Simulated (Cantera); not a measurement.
Mixture: H2 : O2 : N2 = 1 : 0.909 : 3.42 (molar parts), at 500000 Pa, adiabatic and at constant volume. Ignition delay is the time to a rise of 400 K.

Detailed kinetics in Cantera: GRI-Mech 3.0 (53 species, 325 reactions). The hydrogen kinetics of GRI-Mech 3.0 are dated; newer H2 mechanisms differ, most at raised pressure. Where the delays flatten at high temperature, the 400 K rule measures the pace of heat release, not the induction time.

Problem. What does this change do: pressure from 500000 Pa to 33000 Pa?

Solution. 
```csv
quantity,before,after
delay at 1075 K,1.47 ms,0.285 ms
delay at 1275 K,7.96 µs,0.120 ms
delay at 1475 K,3.15 µs,93.3 µs
delay at 1675 K,1.93 µs,0.107 ms
delay at 1875 K,1.53 µs,0.142 ms
```
